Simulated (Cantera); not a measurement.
Cantera run:

```python
import numpy as np
import cantera as ct

gas_names = [...]  # 109 gases of nasa_gas.yaml made of C, Cl, H, Si
cond_names = """
    C(gr) C6H6(L) C7H8(L) C8H18(L),n-octa Si(cr) Si(L) SiC(b)
""".split()


# ... load() reads the species with a 1 bar reference pressure and builds the phases ...
atoms = {
    '(CH3)2SiCl2': {'C': 2, 'H': 6, 'Si': 1, 'CL': 2},
    'H2': {'H': 2},
    'CH4': {'C': 1, 'H': 4},
}
top_T = {'C(gr)': 4500, 'SiC(b)': 3050}  # K; cautious upper limits of use, not melting points


# ... equilibrate(T, P, feed) seeds the gas with the atoms and calls Mixture.equilibrate('TP', solver="vcs", rtol=1e-11, max_steps=5000) ...
results = []
feed = {'(CH3)2SiCl2': 1, 'H2': 380, 'CH4': 0.084}  # mol
T = 2250  # K
for P in [100, 270, 720, 1900, 5200, 14000, 37000, 100000]:
    mix = equilibrate(T, P, feed)
    results.append((T, P, feed, dict(zip(mix.species_names, mix.species_moles))))
    x = sorted(zip(gas.X, gas.species_names), reverse=True)
    print(f"T = {T:g} K  P = {P:g} Pa  gas = {mix.phase_moles(0):.4g} mol")
    print("   x: " + "  ".join(f"{s} {v:.3e}" for v, s in x if v > 1e-06))
    print("   condensed (mol): " + ("  ".join(f"{mix.phase(i).name} {mix.phase_moles(i):.4g}"
          for i in range(1, mix.n_phases) if mix.phase_moles(i) > 1e-12) or "none"))
```

Output:

```
T = 2250 K  P = 100 Pa  gas = 430 mol
   x: H2 7.830e-01  H 2.078e-01  HCL 3.899e-03  C2H2,acetylene 2.181e-03  Si 2.089e-03  CL 7.490e-04  SiC2 2.011e-04  SiH 2.352e-05  C2H 2.297e-05  C3 4.933e-06  Si2C 3.741e-06  C 3.323e-06  SiCL 2.961e-06  C4H2 2.482e-06  SiH2 1.035e-06
   condensed (mol): none
T = 2250 K  P = 270 Pa  gas = 412.6 mol
   x: H2 8.580e-01  H 1.324e-01  HCL 4.355e-03  C2H2,acetylene 2.297e-03  Si 2.152e-03  CL 4.864e-04  SiC2 1.991e-04  SiH 4.168e-05  C2H 1.406e-05  Si2C 1.051e-05  SiCL 5.349e-06  SiH2 3.155e-06  C4H2 2.511e-06  C3 1.721e-06  CH3 1.231e-06  C 1.207e-06
   condensed (mol): none
T = 2250 K  P = 720 Pa  gas = 402 mol
   x: H2 9.068e-01  H 8.335e-02  HCL 4.655e-03  C2H2,acetylene 2.367e-03  Si 2.148e-03  CL 3.096e-04  SiC2 1.937e-04  SiH 6.983e-05  Si2C 2.757e-05  SiCL 9.063e-06  SiH2 8.875e-06  C2H 8.632e-06  C4H2 2.523e-06  CH3 2.158e-06  CH4 1.237e-06  SiCL2 1.146e-06
   condensed (mol): none
T = 2250 K  P = 1900 Pa  gas = 395.5 mol
   x: H2 9.379e-01  H 5.218e-02  HCL 4.842e-03  C2H2,acetylene 2.404e-03  Si 2.058e-03  CL 1.950e-04  SiC2 1.823e-04  SiH 1.105e-04  Si2C 6.617e-05  SiH2 2.321e-05  SiCL 1.443e-05  C2H 5.306e-06  CH3 3.653e-06  CH4 3.461e-06  SiCL2 3.032e-06  C4H2 2.516e-06  Si2 2.394e-06
   condensed (mol): none
T = 2250 K  P = 5200 Pa  gas = 391.2 mol
   x: H2 9.585e-01  H 3.189e-02  HCL 4.959e-03  C2H2,acetylene 2.312e-03  Si 1.671e-03  SiH 1.501e-04  SiC2 1.393e-04  CL 1.194e-04  Si2C 1.159e-04  SiH2 5.272e-05  SiCL 1.964e-05  CH4 9.596e-06  SiCL2 6.918e-06  CH3 6.057e-06  Si2 4.321e-06  C2H 3.051e-06  C4H2 2.277e-06
   condensed (mol): SiC(b) 0.1076
T = 2250 K  P = 14000 Pa  gas = 388.3 mol
   x: H2 9.725e-01  H 1.957e-02  HCL 5.047e-03  C2H2,acetylene 1.823e-03  Si 7.041e-04  SiH 1.045e-04  CL 7.353e-05  SiH2 6.066e-05  Si2C 4.881e-05  SiC2 4.562e-05  CH4 2.345e-05  SiCL 1.372e-05  CH3 8.954e-06  SiCL2 8.010e-06  Si2 2.065e-06  C2H 1.456e-06  C4H2 1.396e-06
   condensed (mol): SiC(b) 0.5967
T = 2250 K  P = 37000 Pa  gas = 386.6 mol
   x: H2 9.806e-01  H 1.209e-02  HCL 5.101e-03  C2H2,acetylene 1.584e-03  Si 2.870e-04  SiH 6.956e-05  SiH2 6.590e-05  CH4 5.849e-05  CL 4.552e-05  Si2C 1.990e-05  SiC2 1.602e-05  CH3 1.368e-05  SiCL 9.148e-06  SiCL2 8.740e-06  C2H4 1.120e-06  C4H2 1.045e-06
   condensed (mol): SiC(b) 0.8073
T = 2250 K  P = 100000 Pa  gas = 385.6 mol
   x: H2 9.856e-01  H 7.373e-03  HCL 5.134e-03  C2H2,acetylene 1.435e-03  CH4 1.516e-04  Si 1.118e-04  SiH2 6.976e-05  SiH 4.467e-05  CL 2.780e-05  CH3 2.152e-05  SiCL2 9.280e-06  Si2C 7.754e-06  SiCL 5.884e-06  SiC2 5.629e-06  C2H4 2.758e-06
   condensed (mol): SiC(b) 0.8983
```

Cantera equilibrium calculation (NASA polynomials, part measured and part estimated; ideal gas, pure solids and liquids). The feed counts by its element totals alone. The tables' values for SiCl are old estimates; treat these amounts as uncertain. Gases not in the tables: Si2H6 and higher silanes.
